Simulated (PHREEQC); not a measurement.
# Brine

Dissolve 3.1 mol/kgw KCl, 2.8 mol/kgw CaCl2 and 0.077 mol/kgw MgCl2 at 25 °C. Closed to the air; pH follows from the charge balance.

Computed with PHREEQC (Pitzer model, pitzer.dat).

Each row changes one thing in this solution. Precipitation was switched off in this run.

```csv
case,MgOH+ (mol/kgw),SI of Bischofite (MgCl2:6H2O),SI of MgCl2_4H2O (MgCl2:4H2O)
as made,5.49e-7,-3.82,-5.84
KCl from 3.1 to 3.41 mol/kgw,5.80e-7,-3.78,-5.80
diluted 2-fold with water,1.25e-7,-5.45,-7.70
diluted 10-fold with water,1.77e-8,-7.91,-10.27
CaCl2 from 2.8 to 0.28 mol/kgw,1.77e-7,-5.70,-7.97
CaCl2 replaced by SrCl2 at the same molality,6.82e-7,-3.80,-5.80
KCl replaced by NaCl at the same molality,6.20e-7,-3.45,-5.39
CaCl2 from 2.8 to 4.2 mol/kgw,1.04e-6,-3.02,-4.83
```

Some of these states are supersaturated (in Sylvite, Halite, for instance).
